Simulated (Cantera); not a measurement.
Cantera run, input and output.

```python
import numpy as np
import cantera as ct

gas = ct.Solution("gri30.yaml")
gas.TPX = 1200, 101325, {'N2O': 1, 'N2': 1.5}
reactor = ct.IdealGasConstPressureReactor(gas, energy="off", clone=False)
net = ct.ReactorNet([reactor])
net.rtol, net.atol = 1e-08, 1e-18
show = ['N2O', 'N2', 'O2', 'NO', 'O']
times = np.geomspace(0.0008, 10, 15)

steps = ct.SolutionArray(gas, extra=["t"])
rows = []
print(f"{'t/s':>10s}{'T/K':>9s}{'P/Pa':>11s}" + "".join(f"{s:>11s}" for s in show))
for t in times:
    while net.time < t:
        t_next = net.step()
        steps.append(gas.state, t=t_next)
    rows.append([np.interp(t, steps.t, y) for y in (steps.T, steps.P, *steps(*show).X.T)])
    print(f"{t:10.3e}{rows[-1][0]:9.1f}{rows[-1][1]:11.4g}" + "".join(f"{x:11.3e}" for x in rows[-1][2:]))
rate = np.gradient(steps.T, steps.t)
print("integrator steps:", len(steps.t))
if steps.T.max() > steps.T[0] + 200:
    print(f"time of steepest temperature rise: {steps.t[rate.argmax()]:.4e} s")
gas.TPX = 1200, 101325, {'N2O': 1, 'N2': 1.5}
gas.equilibrate("TP")
print(f"equilibrium (TP): T = {gas.T:.1f} K  " + "  ".join(f"{s} {gas[s].X[0]:.3e}" for s in show))
```

Output:

```
       t/s      T/K       P/Pa        N2O         N2         O2         NO          O
 8.000e-04   1200.0  1.013e+05  3.998e-01  6.001e-01  8.275e-05  1.939e-05  1.724e-06
 1.569e-03   1200.0  1.013e+05  3.996e-01  6.002e-01  1.637e-04  3.836e-05  1.724e-06
 3.079e-03   1200.0  1.013e+05  3.991e-01  6.005e-01  3.225e-04  7.549e-05  1.724e-06
 6.039e-03   1200.0  1.013e+05  3.983e-01  6.009e-01  6.331e-04  1.481e-04  1.722e-06
 1.185e-02   1200.0  1.013e+05  3.967e-01  6.018e-01  1.240e-03  2.894e-04  1.720e-06
 2.324e-02   1200.0  1.013e+05  3.935e-01  6.035e-01  2.420e-03  5.634e-04  1.714e-06
 4.559e-02   1200.0  1.013e+05  3.874e-01  6.068e-01  4.698e-03  1.089e-03  1.701e-06
 8.944e-02   1200.0  1.013e+05  3.758e-01  6.131e-01  9.026e-03  2.082e-03  1.675e-06
 1.755e-01   1200.0  1.013e+05  3.544e-01  6.246e-01  1.701e-02  3.889e-03  1.625e-06
 3.442e-01   1200.0  1.013e+05  3.172e-01  6.448e-01  3.097e-02  6.966e-03  1.533e-06
 6.752e-01   1200.0  1.013e+05  2.584e-01  6.768e-01  5.310e-02  1.160e-02  1.371e-06
 1.325e+00   1200.0  1.013e+05  1.796e-01  7.199e-01  8.302e-02  1.725e-02  1.110e-06
 2.599e+00   1200.0  1.013e+05  9.735e-02  7.655e-01  1.148e-01  2.210e-02  7.473e-07
 5.098e+00   1200.0  1.013e+05  3.618e-02  8.000e-01  1.391e-01  2.440e-02  3.559e-07
 1.000e+01   1200.0  1.013e+05  7.177e-03  8.168e-01  1.510e-01  2.473e-02  8.954e-08
integrator steps: 909
equilibrium (TP): T = 1200.0 K  N2O 1.306e-08  N2 8.332e-01  O2 1.666e-01  NO 1.801e-04  O 1.023e-08
```

Detailed kinetics in Cantera: GRI-Mech 3.0 (53 species, 325 reactions). GRI-Mech 3.0 was tuned for natural gas; its chemistry of N2O as a main component is partial and can be far from experiment. The mechanism lacks the step 2 NO + O2 → 2 NO2, which can matter for NO2 below about 1400 K. The temperature is held fixed by assumption; the heat of reaction is taken as removed at once.
